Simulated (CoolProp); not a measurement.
Saturation properties of dodecamethylpentasiloxane (MD3M) (Tc = 628.0 K, pc = 0.9540 MPa, ω = 0.730).

Model: reference Helmholtz-energy equation of state, Thol 2019, in CoolProp.

| T (K) | p (MPa) | liquid density (kg/m³) | liquid cp (kJ/(kg K)) | vapour Z |
|---|---|---|---|---|
| 350.1 | 0.0003231 | 819.5 | 1.829 | 0.9986 |
| 368.6 | 0.0009206 | 801.3 | 1.869 | 0.9967 |
| 387.1 | 0.002297 | 782.8 | 1.908 | 0.9933 |
| 405.6 | 0.005130 | 764.0 | 1.947 | 0.9877 |
| 424.1 | 0.01043 | 744.7 | 1.986 | 0.9791 |
| 442.6 | 0.01960 | 724.9 | 2.026 | 0.9668 |
| 461.1 | 0.03443 | 704.3 | 2.065 | 0.9501 |
| 479.6 | 0.05714 | 682.9 | 2.106 | 0.9282 |
| 498.1 | 0.09035 | 660.3 | 2.148 | 0.9005 |

It boils at 503.0 K under 1 atm.
